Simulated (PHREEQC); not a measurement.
Consider water at 65 °C with 59 mmol/kgw HF, 2.3 mmol/kgw NH4HF2 and 5.3 mmol/kgw H2SiF6. Closed to the air; pH follows from the charge balance.

Computed with PHREEQC (ion-association model, wateq4f.dat).

```json
{
 "pH": "2.01",
 "ionic_strength": "0.0185 mol/kgw",
 "total_alkalinity": "-93.1 meq/kg"
}
```

```
species  molality  activity   log γ
-------  --------  --------  ------
HF         0.0568    0.0571   0.002
H+         0.0109   0.00967  -0.053
SiF6-2    0.00530   0.00302  -0.245
NH4+      0.00230   0.00199  -0.063
F-        0.00211   0.00182  -0.065
H2F2      0.00180   0.00181   0.002
HF2-     0.000529  0.000456  -0.065
```

Precipitation was switched off in this run. Constants without temperature data keep their 25 °C values here. SiF6-2 is the database's only silicon fluoride.
